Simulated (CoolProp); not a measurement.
Vapour-liquid equilibrium of propylene (1) + acetone (2) at -13.05 °C; x and y are mole fractions of (1).

Model: multi-fluid Helmholtz-energy mixture model, Lemmon 2013 and Lemmon 2006; pair parameters Bell 2016, in CoolProp.

```tsv
x	bubble pressure, mixture model (MPa)	bubble pressure, Raoult's law (MPa)	y, mixture model	y, Raoult's law
0.05	0.05647	0.02362	0.923	0.820
0.15	0.1485	0.06192	0.972	0.939
0.25	0.2171	0.1002	0.982	0.967
0.35	0.2616	0.1385	0.985	0.979
0.45	0.2875	0.1768	0.987	0.986
0.55	0.3023	0.2151	0.988	0.991
0.65	0.3129	0.2534	0.989	0.994
0.75	0.3248	0.2917	0.990	0.996
0.85	0.3423	0.3300	0.993	0.998
0.95	0.3693	0.3683	0.997	0.999
```

The largest gap from Raoult's law is +139.8 % in bubble pressure, at x = 0.15. No azeotrope shows between x = 0.05 and 0.95.

Pair parameters are fitted to limited data, so mixtures are less certain than the pure fluids. With so large a gap from Raoult's law the liquid may split in two, which this calculation doesn't test in full.
